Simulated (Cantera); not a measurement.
Input: 1 mol Si, 5.6 mol HCl, 15 mol H2, 1.8 mol Cl2, equilibrated at 900 K and 5.10 bar.

Method: chemical equilibrium by Gibbs-energy minimisation in Cantera with the NASA 1993 tables (ideal gas, pure condensed phases). Candidate condensed phases: Si; 19 gas species. Kinetics and transport are ignored.

Base state: H2 0.710, HCl 0.243, SiCl4 0.0463, SiHCl3 0.000384 (mole fractions); condensed: gas only.

**Question.** What changes in the equilibrium state with this change: HCl from 5.6 to 0.53 mol?

**Answer.** 
| species | before | after |
|---|---|---|
| H2 | 0.710 | 0.922 |
| SiCl4 | 0.0463 | 0.0528 |
| HCl | 0.243 | 0.0166 |
| SiHCl3 | 0.000384 | 0.00834 |
| SiH2Cl2 | 3.02e-7 | 0.000125 |
| SiCl3 | 8.39e-7 | 1.60e-5 |
The tables' values for SiCl3 are old estimates; treat these amounts as uncertain.
